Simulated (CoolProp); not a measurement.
Vapour-liquid equilibrium of n-pentane (1) + the fluoroketone C6F12O (FK-5-1-12) (2) at 1.02 MPa; x and y are mole fractions of (1).

Model: multi-fluid Helmholtz-energy mixture model, Thol 2019 and McLinden 2015; pair parameters Bell 2016, in CoolProp.

Q: Give the bubble temperature and the first vapour's composition at x = 0.15, 0.85, 0.95. Is there an azeotrope?

A: x = 0.15: 400.4 K, y = 0.249; x = 0.85: 390.4 K, y = 0.771; x = 0.95: 394.8 K, y = 0.896. y crosses x between x = 0.55 and 0.65: the model has an azeotrope there.

Pair parameters are fitted to limited data, so mixtures are less certain than the pure fluids.
